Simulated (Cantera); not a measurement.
Feed: 1 mol MgO, 0.27 mol Cl₂, 0.59 mol H₂, equilibrated at 900 K and 1.00 bar.

Method: chemical equilibrium by Gibbs-energy minimisation in Cantera with the NASA 1993 tables (ideal gas, pure condensed phases). Candidate condensed phases: H₂O, Mg, MgCl₂, MgO, Mg(OH)₂; 22 gas species. Condensed phases not in the tables: MgOHCl. Kinetics and transport are ignored.

Base state: HCl 0.515, H₂ 0.403, H₂O 0.0821 (mole fractions); condensed: MgCl₂(s) + MgO(s).

Question: What changes in the equilibrium state with this change: H₂ from 0.59 to 2.4 mol?

Answer: 
```csv
species,before,after
H₂,0.403,0.806
HCl,0.515,0.184
H₂O,0.0821,0.0104
"MgCl₂(s), mol",0.0653,0.0275
"MgO(s), mol",0.935,0.972
```
